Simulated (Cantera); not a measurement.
A freely propagating, adiabatic, planar premixed flame of 24.6 % H2, 19.8 % O2, 55.6 % N2, equivalence ratio 0.62, unburnt at 300 K and 9.87 atm; mixture-averaged transport, grid criteria slope 0.08 and curve 0.16, no radiation.

Cantera simulation using the H2/O2 subset of GRI-Mech 3.0, which has no nitrogen chemistry; the numbers are that mechanism's predictions, not measurements. The hydrogen kinetics of GRI-Mech 3.0 are dated; newer H2 mechanisms differ, most at raised pressure. Burning velocities carry a grid error of a few per cent, more on coarse grids. Lean hydrogen flames are cellular in practice and burn faster than this planar one.

Problem. Predict: laminar burning velocity; thermal thickness; peak x(O); peak x(HO2); peak x(H2O2).

Solution. 
```
Property                      Value
------------------------  ---------
laminar burning velocity  61.5 cm/s
thermal thickness         0.0344 mm
peak x(O)                   0.00240
peak x(HO2)                 0.00115
peak x(H2O2)               0.000416
```
